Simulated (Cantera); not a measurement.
Standard-state values (1 bar) from the NASA 1993 polynomials, evaluated with Cantera. Values are per mole of reaction as written; species without (g) are pure solids or liquids, kept so even where they would boil at 1 bar.

**Question.** Between 498 and 998 K, where is each reaction favourable under standard conditions?
- 2 S₂(g) + SiC₂(g) = 2 CS₂(g) + Si(g)
- 3 Si(g) + SiC₂(g) = 2 Si₂C(g)
- 2 Si + CS₂(g) = Si₂C(g) + 2 S

**Answer.** 
- 2 S₂(g) + SiC₂(g) = 2 CS₂(g) + Si(g): ΔG° is -164 kJ at 498 K and -141 kJ at 998 K; it stays negative (K > 1). ΔH° is -184 kJ and ΔS° -43 J/K at 998 K.
- 3 Si(g) + SiC₂(g) = 2 Si₂C(g): ΔG° is -766 kJ at 498 K and -633 kJ at 998 K; it stays negative (K > 1). ΔH° is -899 kJ and ΔS° -267 J/K at 998 K.
- 2 Si + CS₂(g) = Si₂C(g) + 2 S: ΔG° is 401 kJ at 498 K and 372 kJ at 998 K; it stays positive (K < 1). ΔH° is 435 kJ and ΔS° 64 J/K at 998 K.
